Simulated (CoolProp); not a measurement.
Water at 293.15 K and 1.12 MPa is throttled through a valve to 0.439 MPa with no heat exchange. Each further row changes one setting.

The numbers come from the reference Helmholtz-energy equation of state, Wagner 2002 in CoolProp.

| case | temperature change (K) |
|---|---|
| as stated | +0.2 |
| outlet pressure 0.132 MPa | +0.2 |
| outlet pressure 0.571 MPa | +0.1 |
